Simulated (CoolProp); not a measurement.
Saturation properties of n-dodecane.

The numbers come from the reference Helmholtz-energy equation of state, Lemmon 2004 in CoolProp. It is a short technical equation, of lower accuracy than the large ones.

```
T (°C)     p (bar)  vapour Z  surface tension (mN/m)  liquid viscosity (µPa s)  vapour viscosity (µPa s)  liquid conductivity (mW/(m K))
------  ----------  --------  ----------------------  ------------------------  ------------------------  ------------------------------
33.35    0.0003502    0.9998                    24.2                (withheld)                      4.52                             133
56.95     0.001868    0.9994                    22.1                       832                      4.90                             128
80.55   (withheld)    0.9982                    20.1                       624                      5.28                             123
104.25     0.02472    0.9954                    18.1                       487                      5.66                      (withheld)
127.85     0.06750    0.9901                    16.3                       391                (withheld)                             113
151.45      0.1602    0.9812                    14.5                       320                      6.41                             108
175.05      0.3389    0.9673                    12.7                       266                      6.78                             103
198.65      0.6531    0.9474                    11.0                       222                      7.14                            98.5
222.25       1.165    0.9202                    9.40                       186                      7.50                            93.9
245.85       1.951    0.8848                    7.81                (withheld)                      7.87                            89.4
269.45       3.098    0.8399                    6.28                       129                      8.25                            85.0
293.05  (withheld)    0.7839                    4.80                       106                      8.67                            80.6
316.65       6.906    0.7147              (withheld)                      84.7                      9.16                            76.3
340.25       9.831    0.6281                    2.06                      65.3                      9.81                            72.3
```

Question: What belongs in the gaps?

Answer: 
- 33.35, liquid viscosity (µPa s): 1180
- 80.55, p (bar): 0.007560
- 104.25, liquid conductivity (mW/(m K)): 118
- 127.85, vapour viscosity (µPa s): 6.03
- 245.85, liquid viscosity (µPa s): 156
- 293.05, p (bar): 4.710
- 316.65, surface tension (mN/m): 3.39

It boils at 216.3 °C under 1 atm.

Viscosity comes from a separate model (Huber 2004). Thermal conductivity comes from a separate model (Huber 2004). Surface tension comes from a separate correlation (Mulero 2012).
